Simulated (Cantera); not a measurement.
Input: 1 mol C6H6, 0.5 mol H2O, 17 mol H2, equilibrated at 1575 K and 9.60 mbar.

These are equilibrium values from Cantera (NASA tables, ideal gas, pure condensed phases), not measurements of a reactor. Candidate condensed phases: C, C6H6, C7H8, C8H18, H2O; 110 gas species. Equilibrium is a limit: real reactors are often held back by kinetics, nucleation or transport.

Base state: H2 0.976, CO 0.0238, H 0.000419, C2H2 (acetylene) 2.06e-5, CH4 1.66e-5 (mole fractions); condensed: C(graphite).

**Question.** What changes in the equilibrium state with this change: pressure from 9.60 mbar to 77.0 Pa?

**Answer.** 
```tsv
species	before	after
H2	0.976	0.975
CO	0.0238	0.0238
H	0.000419	0.00148
CH4	1.66e-5	1.33e-6
C2H2 (acetylene)	2.06e-5	2.06e-5
C(graphite), mol	5.50	5.50
```
